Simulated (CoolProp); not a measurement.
Benzene along the isotherm 620 K: density (kg/m³) from the reference equation and from simpler models built on Tc = 562.0 K, pc = 4.906 MPa, ω = 0.211; each cubic takes its own stable root.

Values from CoolProp's reference Helmholtz-energy equation of state, Thol 2012.

| p (MPa) | phase | reference |
|---|---|---|
| 3.07 | gas | 55.95 |
| 6.13 | supercritical | 151.7 |
| 9.2 | supercritical | 342.5 |
| 12.3 | supercritical | 442.7 |
| 15.3 | supercritical | 487.9 |
| 18.4 | supercritical | 518.2 |
| 21.5 | supercritical | 540.8 |
| 24.5 | supercritical | 558.3 |

Q: How far does each simpler model (van der Waals, Redlich-Kwong) lie from the reference over these 8 states: mean and median of the absolute difference, and the worst?

A: 
- van der Waals: mean 16.0 %, median 20.8 %, worst -23.6 % at 620 K and 24.5 MPa
- Redlich-Kwong: mean 6.4 %, median 7.0 %, worst -9.7 % at 620 K and 12.3 MPa
